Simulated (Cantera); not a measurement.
A perfectly stirred reactor is fed with CH3OH : O2 : N2 = 1.4 : 1.56 : 5.88 (molar parts), at 750 Torr; it is adiabatic with a 448 K inlet, and is followed from long to short residence time, starting on the burning branch (τ in s: 0.23, 0.093, 0.037, 0.015, 0.0058, 0.0023, 0.00092, 0.00037, 0.00015, 5.8e-05, 2.3e-05, 9.1e-06).

Model: GRI-Mech 3.0 (53 species, 325 reactions), integrated in Cantera. GRI-Mech 3.0 was tuned for natural gas; its chemistry of methanol as a main component is partial and can be far from experiment.

### Question
Predict: blow-out, bracketed by the residence times tried; x(CH3OH) at τ = 0.230 s; x(O2) at τ = 0.230 s; x(NO) at τ = 0.230 s; x(H2O) at τ = 0.230 s; x(CH3) at τ = 0.230 s; x(CH3OH) at τ = 0.920 ms; x(O2) at τ = 0.920 ms; x(NO) at τ = 0.920 ms; x(H2O) at τ = 0.920 ms; x(CH3) at τ = 0.920 ms.

### Answer
```
Property                                                                       Result
------------------------------------------------  -----------------------------------
blow-out, bracketed by the residence times tried  burning at 0.150 ms, out at 58.0 µs
x(CH3OH) at τ = 0.230 s                                                       6.83e-7
x(O2) at τ = 0.230 s                                                         0.000113
x(NO) at τ = 0.230 s                                                         0.000134
x(H2O) at τ = 0.230 s                                                           0.234
x(CH3) at τ = 0.230 s                                                         5.90e-7
x(CH3OH) at τ = 0.920 ms                                                      3.09e-5
x(O2) at τ = 0.920 ms                                                         0.00365
x(NO) at τ = 0.920 ms                                                         8.32e-5
x(H2O) at τ = 0.920 ms                                                          0.221
x(CH3) at τ = 0.920 ms                                                        2.00e-5
```
